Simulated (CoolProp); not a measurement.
Vapour-liquid equilibrium of n-perfluorobutane (1) + R365MFC (2) at 0.288 MPa; x and y are mole fractions of (1).

Values from CoolProp's multi-fluid Helmholtz-energy mixture model, Gao 2022 and Lemmon 2016; pair parameters Bell 2016.

```json
[
 {"x": "0.05", "bubble temperature (K)": "…", "y at the bubble point": "0.339", "dew temperature at overall composition x (K)": "…", "liquid density (mol/L)": "7.812"},
 {"x": "0.15", "bubble temperature (K)": "318.0", "y at the bubble point": "0.611", "dew temperature at overall composition x (K)": "340.5", "liquid density (mol/L)": "7.747"},
 {"x": "0.25", "bubble temperature (K)": "311.6", "y at the bubble point": "…", "dew temperature at overall composition x (K)": "336.5", "liquid density (mol/L)": "…"},
 {"x": "0.35", "bubble temperature (K)": "308.5", "y at the bubble point": "0.748", "dew temperature at overall composition x (K)": "332.1", "liquid density (mol/L)": "7.356"},
 {"x": "0.45", "bubble temperature (K)": "306.6", "y at the bubble point": "0.776", "dew temperature at overall composition x (K)": "327.2", "liquid density (mol/L)": "7.143"},
 {"x": "0.55", "bubble temperature (K)": "305.2", "y at the bubble point": "…", "dew temperature at overall composition x (K)": "321.7", "liquid density (mol/L)": "6.940"},
 {"x": "0.65", "bubble temperature (K)": "304.0", "y at the bubble point": "0.826", "dew temperature at overall composition x (K)": "315.4", "liquid density (mol/L)": "6.755"},
 {"x": "0.75", "bubble temperature (K)": "302.8", "y at the bubble point": "0.858", "dew temperature at overall composition x (K)": "308.4", "liquid density (mol/L)": "6.588"},
 {"x": "0.85", "bubble temperature (K)": "301.7", "y at the bubble point": "0.901", "dew temperature at overall composition x (K)": "303.1", "liquid density (mol/L)": "6.439"},
 {"x": "0.95", "bubble temperature (K)": "300.8", "y at the bubble point": "0.961", "dew temperature at overall composition x (K)": "300.9", "liquid density (mol/L)": "6.306"}
]
```

**Question.** Fill in the missing entries.

**Answer.** 
- 0.05, bubble temperature (K): 332.6
- 0.05, dew temperature at overall composition x (K): 344.2
- 0.25, y at the bubble point: 0.705
- 0.25, liquid density (mol/L): 7.568
- 0.55, y at the bubble point: 0.800

No azeotrope shows between x = 0.05 and 0.95.

The pair parameters rest on a limited set of measurements; away from them the model extrapolates. With so large a gap from Raoult's law the liquid may split in two, which this calculation doesn't test in full.
